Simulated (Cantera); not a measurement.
An adiabatic, constant-volume homogeneous reactor starts with 4.52 % CH4, 20.1 % O2, 75.4 % N2, equivalence ratio 0.45, at 1425 K and 15.8 atm.

Model: GRI-Mech 3.0 (53 species, 325 reactions), integrated in Cantera. The pressure lies above the range GRI-Mech 3.0 was tuned for (to about 10 atm).

Problem. Predict: time of steepest temperature rise; temperature at 0.100 s; equilibrium temperature; x(O2) at 0.100 s; x(H2O2) at 0.100 s; x(NO) at 0.100 s.

Solution. 
| Item | Value |
|---|---|
| time of steepest temperature rise | 0.180 ms |
| temperature at 0.100 s | 2529 K |
| equilibrium temperature | 2529 K |
| x(O2) at 0.100 s | 0.101 (gas-phase equilibrium 0.101) |
| x(H2O2) at 0.100 s | 1.10e-6 (gas-phase equilibrium 1.10e-6) |
| x(NO) at 0.100 s | 0.0163 (gas-phase equilibrium 0.0163) |
